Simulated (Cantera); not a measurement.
**Gas-phase reforming**

An isothermal, constant-pressure homogeneous reactor starts with CH4 : H2O : H2 : N2 = 1 : 2.8 : 0.23 : 0.023 (molar parts), at 2223 K and 1950 Torr.

Detailed kinetics in Cantera: GRI-Mech 3.0 (53 species, 325 reactions).

```csv
t (s),x CH4,x H2O,x H2,x C2H2,x HO2
0.000300,0.0109,0.404,0.446,0.0383,9.97e-10
0.000983,0.00540,0.319,0.514,0.0106,5.12e-10
0.00322,0.000426,0.283,0.545,0.000211,3.75e-10
0.0106,7.26e-9,0.282,0.546,5.74e-11,3.83e-10
0.0346,6.59e-9,0.282,0.546,2.15e-12,3.83e-10
0.114,6.59e-9,0.282,0.546,2.15e-12,3.83e-10
0.372,6.59e-9,0.282,0.546,2.15e-12,3.83e-10
1.22,6.59e-9,0.282,0.546,2.15e-12,3.83e-10
4.00,6.59e-9,0.282,0.546,2.15e-12,3.83e-10
```
x: mole fraction; the columns are a selection and need not sum to one.

Equilibrium at this temperature and pressure: CH4 7.65e-9, H2O 0.282, H2 0.546, C2H2 2.48e-12, HO2 3.83e-10 (gas phase only).
